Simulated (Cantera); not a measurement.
Cantera run:

```python
import numpy as np
import cantera as ct

gas_names = [...]  # 139 gases of nasa_gas.yaml made of C, Cu, H, N, O
cond_names = """
    C(gr) C6H6(L) C7H8(L) C8H18(L),n-octa Cu(cr) Cu(L) CuO(s) CuO2H2(s) Cu2O(s) Cu2O(L) H2O(s) H2O(L)
""".split()


# ... load() reads the species with a 1 bar reference pressure and builds the phases ...
atoms = {
    'CuO': {'Cu': 1, 'O': 1},
    'CH4': {'C': 1, 'H': 4},
    'N2': {'N': 2},
}
top_T = {'C(gr)': 4500, 'CuO(s)': 1390}  # K; cautious upper limits of use, not melting points


# ... equilibrate(T, P, feed) seeds the gas with the atoms and calls Mixture.equilibrate('TP', solver="vcs", rtol=1e-11, max_steps=5000) ...
results = []
feed = {'CuO': 1, 'CH4': 2.5, 'N2': 0.15}  # mol
P = 26000  # Pa
for T in [1250, 1275, 1300, 1325, 1350, 1375, 1400, 1425, 1450, 1475, 1500, 1525, 1550, 1575]:
    mix = equilibrate(T, P, feed)
    results.append((T, P, feed, dict(zip(mix.species_names, mix.species_moles))))

top = {s: max(r[3][s] / sum(r[3][g] for g in gas_names) for r in results) for s in gas_names}
cols = sorted((s for s in top if top[s] > 1e-06), key=lambda s: -top[s])[:9]
seen = [c for c in cond_names if any(r[3].get(c, 0) > 1e-12 for r in results)]
print("log10 of partial pressures in bar; condensed amounts in mol")
print(f"{'T/K':>10s}" + "".join(f"{s[:9]:>10s}" for s in cols + seen))
for T, P, feed, n in results:
    ng = sum(n[g] for g in gas_names)
    print(f"{T:10.4g}" + "".join(f"{np.log10(max(n[s] / ng * P / 1e5, 1e-99)):10.3f}" for s in cols)
          + "".join(f"{n.get(c, 0):10.4g}" for c in seen))
```

Output:

```
log10 of partial pressures in bar; condensed amounts in mol
       T/K        H2        CO        N2       CH4       H2O       HCN        Cu         H       CO2     C(gr)    Cu(cr)     Cu(L)
      1250    -0.676    -1.375    -2.197    -3.311    -3.873    -5.333    -7.334    -6.654    -4.766     1.492         1         0
      1275    -0.676    -1.374    -2.197    -3.385    -3.984    -5.225    -7.063    -6.470    -4.903     1.493         1         0
      1300    -0.676    -1.374    -2.197    -3.456    -4.090    -5.121    -6.802    -6.294    -5.035     1.494         1         0
      1325    -0.676    -1.374    -2.198    -3.524    -4.193    -5.020    -6.552    -6.124    -5.161     1.494         1         0
      1350    -0.676    -1.374    -2.198    -3.590    -4.291    -4.924    -6.310    -5.961    -5.283     1.495         1         0
      1375    -0.676    -1.374    -2.198    -3.654    -4.387    -4.831    -6.085    -5.803    -5.401     1.495         0         1
      1400    -0.675    -1.374    -2.198    -3.715    -4.478    -4.741    -5.870    -5.651    -5.513     1.496         0         1
      1425    -0.675    -1.374    -2.198    -3.775    -4.567    -4.655    -5.663    -5.504    -5.622     1.496         0    0.9999
      1450    -0.675    -1.374    -2.198    -3.832    -4.652    -4.571    -5.464    -5.362    -5.727     1.496         0    0.9999
      1475    -0.675    -1.374    -2.199    -3.887    -4.735    -4.491    -5.271    -5.225    -5.828     1.497         0    0.9999
      1500    -0.675    -1.374    -2.199    -3.941    -4.814    -4.413    -5.085    -5.092    -5.926     1.497         0    0.9998
      1525    -0.675    -1.374    -2.199    -3.992    -4.891    -4.338    -4.905    -4.964    -6.020     1.497         0    0.9997
      1550    -0.675    -1.374    -2.200    -4.042    -4.966    -4.265    -4.731    -4.839    -6.111     1.497         0    0.9996
      1575    -0.675    -1.374    -2.200    -4.091    -5.038    -4.195    -4.563    -4.719    -6.199     1.497         0    0.9994
```

Equilibrium computed with Cantera from the NASA thermochemical tables; the gas is ideal and each condensed phase is pure.
